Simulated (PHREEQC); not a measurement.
A PHREEQC input (ion-association model, wateq4f.dat):

```
SOLUTION 1
  temp 15
  units mg/L
  pH 6.84
  pe -0.5
  Na 516
  K 35.1
  Ca 204
  Mg 53.2
  Cl 583
  S(6) 303 as SO4
  Alkalinity 903 as HCO3
  Si 71.5 as SiO2
END
USE solution 1
EQUILIBRIUM-PHASES 1
  Gypsum 0 0
  Chalcedony 0 0
  CO2(g) -2.5 10
END
```

The run finishes with these warnings:
```
WARNING: Unknown input, no keyword has been specified.
WARNING: 	  Gypsum 0 0
WARNING: 	  Chalcedony 0 0
WARNING: 	  CO2(g) -2.5 10
```

Its last state differs from that of the intended input:

```json
[
 {"quantity": "pH", "as run": "6.84", "intended": "8.31"},
 {"quantity": "ionic strength (mol/kgw)", "as run": "0.0444", "intended": "0.0438"},
 {"quantity": "CaCO3 (mol/kgw)", "as run": "9.25e-6", "intended": "0.000244"},
 {"quantity": "CO3-2 (mol/kgw)", "as run": "6.24e-6", "intended": "0.000171"},
 {"quantity": "CO2 (mol/kgw)", "as run": "0.00447", "intended": "0.000143"},
 {"quantity": "MgCO3 (mol/kgw)", "as run": "2.31e-6", "intended": "6.22e-5"},
 {"quantity": "SI of Chalcedony (SiO2)", "as run": "+0.75", "intended": "+0.00"},
 {"quantity": "SI of Magnesite (MgCO3)", "as run": "-0.67", "intended": "+0.76"}
]
```

The fault: the keyword misspelt. The line should read `EQUILIBRIUM_PHASES 1` where the input has `EQUILIBRIUM-PHASES 1`.
